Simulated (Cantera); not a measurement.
Input (Python, Cantera) and output of one run.

```python
import numpy as np
import cantera as ct

gas_names = """
    H2O CL HCL B2O2 BOCL HBO2 O2
""".split()
cond_names = """
    B(b) B(L)
""".split()


# ... load() reads the species with a 1 bar reference pressure and builds the phases ...
species = {s.name: s for s in load("nasa_gas.yaml", gas_names) + load("nasa_condensed.yaml", cond_names)}
# Each term lists the table entries of one substance; the one whose range holds T is used.
reactions = {
    '2 H2O(g) + 4 Cl(g) + 2 B = 4 HCl(g) + B2O2(g)':
        [(-2, ['H2O']), (-4, ['CL']), (-2, ['B(b)', 'B(L)']), (4, ['HCL']), (1, ['B2O2'])],
    '2 BOCl(g) + 2 HBO2(g) = 2 HCl(g) + 3 O2(g) + 4 B':
        [(-2, ['BOCL']), (-2, ['HBO2']), (2, ['HCL']), (3, ['O2']), (4, ['B(b)', 'B(L)'])],
}


def pick(names, T):
    return next(species[n] for n in names if species[n].thermo.min_temp <= T <= species[n].thermo.max_temp)


results = []
for label, terms in reactions.items():
    print(label)
    print("     T/K   dH/kJ  dS/(J/K)   dG/kJ   log10 K")
    for T in [1298, 1348, 1398, 1448, 1498, 1548, 1598, 1648]:
        used = [(nu, pick(names, T)) for nu, names in terms]
        dH = sum(nu * s.thermo.h(T) for nu, s in used) / 1e6
        dS = sum(nu * s.thermo.s(T) for nu, s in used) / 1e3
        dG = dH - T * dS / 1e3
        logK = -dG * 1e6 / (ct.gas_constant * T * np.log(10))
        results.append((label, T, dH, dS, dG, logK, [s.name for _, s in used]))
        print(f"{T:8g} {dH:8.1f} {dS:8.1f} {dG:8.1f} {logK:8.2f}")
```

Result:

```
2 H2O(g) + 4 Cl(g) + 2 B = 4 HCl(g) + B2O2(g)
     T/K   dH/kJ  dS/(J/K)   dG/kJ   log10 K
    1298   -842.6    -81.1   -737.4    29.67
    1348   -843.5    -81.8   -733.3    28.42
    1398   -844.4    -82.4   -729.2    27.25
    1448   -845.3    -83.0   -725.1    26.16
    1498   -846.2    -83.6   -720.9    25.14
    1548   -847.1    -84.2   -716.7    24.18
    1598   -848.0    -84.8   -712.5    23.29
    1648   -849.0    -85.4   -708.2    22.45
2 BOCl(g) + 2 HBO2(g) = 2 HCl(g) + 3 O2(g) + 4 B
     T/K   dH/kJ  dS/(J/K)   dG/kJ   log10 K
    1298   1588.9     86.8   1476.2   -59.41
    1348   1589.9     87.6   1471.9   -57.03
    1398   1591.0     88.3   1467.5   -54.83
    1448   1592.0     89.1   1463.0   -52.78
    1498   1593.1     89.8   1458.6   -50.86
    1548   1594.2     90.5   1454.1   -49.06
    1598   1595.3     91.2   1449.5   -47.38
    1648   1596.5     91.9   1444.9   -45.80
```

Cantera with NASA thermochemical tables; ideal gases at 1 bar, condensed phases pure. The tables' values for BOCl are old estimates. Condensed species are held in their standard states even where they would react or evaporate.
